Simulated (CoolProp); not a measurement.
1,2-dichloroethane along the isobar 9.6 bar: density (kg/m³) from the reference equation and from simpler models built on Tc = 561.6 K, pc = 52.26 bar, ω = 0.269; each cubic takes its own stable root.

Model: reference Helmholtz-energy equation of state, Thol 2015, in CoolProp.

```
T (K)   phase  reference  van der Waals  Redlich-Kwong  Soave-Redlich-Kwong
-----  ------  ---------  -------------  -------------  -------------------
367.8  liquid       1140          657.0          960.9                997.4
378.9  liquid       1122          646.3          943.0                980.8
389.9  liquid       1103          34.41          924.3                963.4
400.9  liquid       1083          33.05          904.8                945.0
411.9  liquid       1063          31.81          884.2                925.6
422.9  liquid       1042          30.68          862.4                904.8
433.9  liquid       1021          29.64          30.85                882.6
444.9  liquid      997.6          28.68          29.69                858.7
455.9     gas      29.25          27.79          28.64                29.02
467       gas      28.14          26.95          27.67                27.97
478       gas      27.15          26.17          26.78                27.03
489       gas      26.25          25.45          25.97                26.16
500       gas      25.43          24.76          25.21                25.35
```

At some of these states van der Waals, Redlich-Kwong gives the other phase, because its saturation line lies elsewhere.
